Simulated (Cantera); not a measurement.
Premixed flame

A freely propagating, adiabatic, planar premixed flame of H₂ : O₂ : N₂ : H₂O = 1 : 0.5 : 1.88 : 0.1 (molar parts), unburnt at 350 K and 150000 Pa; mixture-averaged transport, grid criteria slope 0.08 and curve 0.16, no radiation.

Cantera simulation using the H2/O2 subset of GRI-Mech 3.0, which has no nitrogen chemistry; the numbers are that mechanism's predictions, not measurements. Burning velocities carry a grid error of a few per cent, more on coarse grids.

```tsv
z (mm)	T (K)	u (m/s)	x H₂	x O₂	x H₂O	x OH	x H₂O₂	x O
-0.637	350	2.70	0.287	0.144	0.0287	<1e-8	<1e-8	<1e-8
-0.425	350	2.70	0.287	0.144	0.0287	<1e-8	<1e-8	<1e-8
-0.319	350	2.70	0.287	0.144	0.0287	<1e-8	<1e-8	<1e-8
-0.212	350	2.70	0.286	0.144	0.0288	<1e-8	2.13e-8	<1e-8
-0.106	372	2.83	0.274	0.146	0.0300	4.71e-6	9.54e-6	1.15e-6
-0.0531	632	4.63	0.232	0.143	0.0520	0.000860	0.000112	0.000113
0	1112	7.88	0.157	0.113	0.126	0.00206	3.17e-5	0.00207
0.0531	1450	10.2	0.0852	0.0652	0.214	0.00612	5.67e-6	0.00625
0.106	1633	11.4	0.0523	0.0378	0.260	0.0102	3.14e-6	0.00790
0.212	1812	12.5	0.0398	0.0247	0.284	0.0134	1.58e-6	0.00728
0.425	1972	13.5	0.0353	0.0198	0.299	0.0141	8.33e-7	0.00525
0.849	2110	14.3	0.0295	0.0155	0.313	0.0132	5.11e-7	0.00332
1.70	2214	14.9	0.0231	0.0120	0.326	0.0114	3.53e-7	0.00195
```
x: mole fraction of selected species; z is measured from the peak of heat release.

```json
{
  "laminar_burning_velocity": "270 cm/s",
  "thermal_thickness": "0.212 mm",
  "peak x(OH)": "0.0141",
  "peak x(H₂O₂)": "0.000113",
  "peak x(O)": "0.00799",
  "grid_points": "113"
}
```
